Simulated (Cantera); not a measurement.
Input: 1 mol CCl4, 2.4 mol H2, 0.031 mol CH4, held at 1827 °C and 0.150 bar.

These are equilibrium values from Cantera (NASA tables, ideal gas, pure condensed phases), not measurements of a reactor. Candidate condensed phases: C, C6H6, C7H8, C8H18; 91 gas species. Rates play no part.

Base state: HCl 0.873, H2 0.109, Cl 0.0156, H 0.00266, C2H2 (acetylene) 0.000157, Cl2 3.25e-5 (mole fractions); condensed: C(graphite).

**Question.** What changes in the equilibrium state with this change: CCl4 replaced by CF4?

**Answer.** 
| species | before | after |
|---|---|---|
| HF | 0 | 0.895 |
| H2 | 0.109 | 0.102 |
| H | 0.00266 | 0.00257 |
| HCl | 0.873 | 0 |
| Cl | 0.0156 | 0 |
| Cl2 | 3.25e-5 | 0 |
| F | 0 | 1.37e-5 |
| C2H2 (acetylene) | 0.000157 | 0.000147 |
| C(graphite), mol | 1.03 | 1.03 |

**Question.** What changes in the equilibrium state with this change: temperature from 1827 °C to 1875 °C?

**Answer.** 
| species | before | after |
|---|---|---|
| HCl | 0.873 | 0.865 |
| H2 | 0.109 | 0.111 |
| Cl | 0.0156 | 0.0205 |
| H | 0.00266 | 0.00358 |
| C2H2 (acetylene) | 0.000157 | 0.000212 |
| Cl2 | 3.25e-5 | 4.03e-5 |
| C(graphite), mol | 1.03 | 1.03 |
